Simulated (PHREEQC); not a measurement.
Make-up at 25 °C: 0.23 mol HF, 0.0047 mol (CH3)4NF, 1.7e-06 mol H4SiO4 and 0.001 mol H2SO4 per kg of water. Closed to the air; pH follows from the charge balance.

Equilibrium calculation in PHREEQC: ion-association model, phreeqc.dat.

Precipitation was switched off in this run.

Task: Estimate the pH, ionic strength.

Result: pH 1.83; ionic strength 0.0217 mol/kgw.

Task: In which forms is F present?

Result: HF 88 %, HF2- 7.4 %, F- 4.7 % of the F.

(CH3)4N+ isn't in the database: it is added as a free cation with an ion size of 4 Å. SiF6-2 is the database's only silicon fluoride.
